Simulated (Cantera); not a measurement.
Feed: 1 mol B, 8.3 mol O₂, 6.7 mol N₂, equilibrated at 0.660 bar.

Method: chemical equilibrium by Gibbs-energy minimisation in Cantera with the NASA 1993 tables (ideal gas, pure condensed phases). Candidate condensed phases: B, BN, B₂O₃; 17 gas species. Kinetics and transport are ignored.

x: gas mole fraction; n: condensed amount in mol.

```csv
T (°C),x O₂,x N₂,x B₂O₃,x NO,x BO₂,n B₂O₃(l)
727,0.530,0.470,5.08e-12,3.84e-5,2.19e-11,0.500
827,0.530,0.470,3.88e-10,0.000104,8.41e-10,0.500
927,0.530,0.470,1.39e-8,0.000240,1.73e-8,0.500
1027,0.530,0.470,2.82e-7,0.000485,2.21e-7,0.500
1127,0.529,0.470,3.64e-6,0.000888,1.95e-6,0.500
1227,0.529,0.469,3.29e-5,0.00150,1.27e-5,0.499
1327,0.528,0.469,0.000222,0.00237,6.54e-5,0.496
1427,0.527,0.468,0.00119,0.00354,0.000275,0.481
1527,0.524,0.465,0.00519,0.00504,0.000981,___
1627,0.514,0.457,0.0193,0.00683,0.00303,___
1727,0.505,0.449,0.0309,0.00896,0.00587,___
```

### Question
What belongs in the gaps?

### Answer

- 1527, n B₂O₃(l): 0.419
- 1627, n B₂O₃(l): 0.197
- 1727, n B₂O₃(l): 0
